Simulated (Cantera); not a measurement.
A closed system holds: 1 mol C2F6, a varied amount of H2, held at 2598 K and 1.33 mbar.

Cantera equilibrium calculation (NASA polynomials, part measured and part estimated; ideal gas, pure solids and liquids). Candidate condensed phases: C, C6H6, C7H8, C8H18; 95 gas species. The feed counts by its element totals alone. Rates play no part.

Problem. What share of the C ends up in condensed phases as a function of n(H2) (mol), at 0.42, 0.68, 1.1, 1.8, 2.9, 4.6, 7.5, 12, 19?

Solution. 
```
n(H2) (mol)  C condensed (%)           as
-----------  ---------------  -----------
0.42                    75.3  C(graphite)
0.68                    78.6  C(graphite)
1.1                     83.5  C(graphite)
1.8                     90.3  C(graphite)
2.9                     97.1  C(graphite)
4.6                     96.2  C(graphite)
7.5                     92.4  C(graphite)
12                      86.1  C(graphite)
19                      76.3  C(graphite)
```
